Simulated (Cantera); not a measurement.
Cantera run:

```python
import numpy as np
import cantera as ct

gas_names = """
    Hg N NO NO2 NO3 N2 N2O O O2 O3
""".split()
cond_names = """
    Hg(cr) Hg(L) HgO(s)
""".split()


# ... load() reads the species with a 1 bar reference pressure and builds the phases ...
atoms = {
    'Hg': {'Hg': 1},
    'O2': {'O': 2},
    'N2': {'N': 2},
}
top_T = {}  # K; cautious upper limits of use, not melting points


# ... equilibrate(T, P, feed) seeds the gas with the atoms and calls Mixture.equilibrate('TP', solver="vcs", rtol=1e-11, max_steps=5000) ...
results = []
feed = {'Hg': 1, 'O2': 0.44, 'N2': 12}  # mol
T = 923  # K
P = 2500  # Pa
mix = equilibrate(T, P, feed)
results.append((T, P, feed, dict(zip(mix.species_names, mix.species_moles))))
print(gas.report(threshold=1e-05))
for i in range(1, mix.n_phases):
    print(f"{mix.phase(i).name:16s} {mix.phase_moles(i):12.5e} mol")
```

It prints:

```
       temperature   923 K
          pressure   2500 Pa
           density   0.013351 kg/m^3
  mean mol. weight   40.985 kg/kmol
   phase of matter   gas

                          1 kg             1 kmol
                     ---------------   ---------------
          enthalpy        5.6414e+05        2.3121e+07  J
   internal energy        3.7689e+05        1.5447e+07  J
           entropy            6297.5        2.5811e+05  J/K
    Gibbs function       -5.2485e+06       -2.1511e+08  J
 heat capacity c_p            768.21             31485  J/K
 heat capacity c_v            565.34             23171  J/K

                      mass frac. Y      mole frac. X     chem. pot. / RT
                     ---------------   ---------------   ---------------
                Hg           0.36416          0.074405           -20.466
                N2           0.61028           0.89285           -28.461
                O2          0.025557          0.032735            -33.46
     [   +7 minor]        3.8823e-06         5.286e-06

Hg(L)             0.00000e+00 mol
HgO(s)            0.00000e+00 mol
```

Cantera equilibrium calculation (NASA polynomials, part measured and part estimated; ideal gas, pure solids and liquids).
